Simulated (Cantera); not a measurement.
**Carbothermic reduction: PbO + CO + N2**

A closed system holds: 1 mol PbO, a varied amount of CO, 0.26 mol N2, equilibrated at 1425 K and 1.60 bar.

These are equilibrium values from Cantera (NASA tables, ideal gas, pure condensed phases), not measurements of a reactor. Candidate condensed phases: C, Pb, PbO, PbO2, Pb3O4; 27 gas species. Each liquid is taken as pure. Mutual solubility and eutectic melting of coexisting phases are not modelled. Gases not in the tables: (PbO)n polymers. Rates play no part.

```tsv
n(CO) (mol)	x CO	x CO2	x N2	x Pb	x PbO	n Pb(l)	n PbO(l)
0.76	0.00135	0.737	0.253	0.00716	0.00201	0.751	0.239
1	0.00170	0.785	0.205	0.00716	0.00170	0.989	0
1.3	0.191	0.636	0.165	0.00716	1.23e-5	0.989	0
1.8	0.386	0.482	0.125	0.00716	4.62e-6	0.985	0
2.4	0.523	0.373	0.0970	0.00716	2.64e-6	0.981	0
3.1	0.621	0.295	0.0768	0.00716	1.76e-6	0.976	0
4.1	0.706	0.228	0.0592	0.00716	1.19e-6	0.969	0
5.5	0.776	0.172	0.0448	0.00716	8.21e-7	0.958	0
7.2	0.825	0.133	0.0346	0.00716	5.96e-7	0.946	0
9.6	0.866	0.101	0.0262	0.00716	4.30e-7	0.929	0
```
x: gas mole fraction; n: condensed amount in mol.

At 0.76 mol CO the condensed part is Pb(l) + PbO(l). From 1 mol CO to 9.6 mol CO the condensed part is Pb(l). The share of Pb in condensed phases is highest at 0.76 mol CO (99.1 %) and lowest at 9.6 mol CO (92.9 %).
